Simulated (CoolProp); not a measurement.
Model: reference Helmholtz-energy equation of state, Colonna 2008, in CoolProp. It is a short technical equation, of lower accuracy than the large ones.

Question: Give the vapour pressure (bar), enthalpy of vaporisation (kJ/kg), surface tension (mN/m) of saturated dodecamethylcyclohexasiloxane (D6) at 115.05 °C.

Answer: 
```tsv
T (°C)	p (bar)	enthalpy of vaporisation (kJ/kg)	surface tension (mN/m)
115.05	0.0148	134	11.8
```

Surface tension comes from a separate correlation (Mulero 2014).
